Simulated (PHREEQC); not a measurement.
# Nickel, zinc or cadmium bath: speciation

A solution holds 30 mmol/kgw Ni(NO3)2, 0.064 mmol/kgw Na2B4O7 and 100 mmol/kgw HCl, at 25 °C. Closed to the air; pH follows from the charge balance.

Model: ion-association model, wateq4f.dat, run in PHREEQC.

- pH = 1.10
- ionic strength = 0.185 mol/kgw
- total alkalinity = -99.9 meq/kg

```csv
species,molality,activity,log γ
H+,0.0999,0.0800,-0.097
Cl-,0.0972,0.0698,-0.144
NO3-,0.0600,0.0421,-0.154
Ni+2,0.0276,0.00872,-0.500
NiCl+,0.00204,0.00153,-0.125
NiCl2,0.000371,0.000387,0.018
H3BO3,0.000256,0.000267,0.018
Na+,0.000128,9.57e-5,-0.126
```

No solid was allowed to form.
